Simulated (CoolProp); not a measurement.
CH2F2 (R32) at several states: Z from the reference equation and from simpler models built on Tc = 78.1 °C, pc = 5783 kPa, ω = 0.277; each cubic takes its own stable root.

The numbers come from the reference Helmholtz-energy equation of state, Tillner-Roth 1997 in CoolProp.

```tsv
T (°C)	p (kPa)	phase	reference	van der Waals	Redlich-Kwong	Peng-Robinson
-67.95	155	liquid	0.003760	0.9718	0.004994	0.004290
138.85	3680	gas	0.8550	0.8585	0.8559	0.8545
111.65	2890	gas	0.8512	0.8679	0.8589	0.8516
103.55	10.8	gas	0.9994	0.9995	0.9995	0.9994
```

At some of these states van der Waals gives the other phase, because its saturation line lies elsewhere.
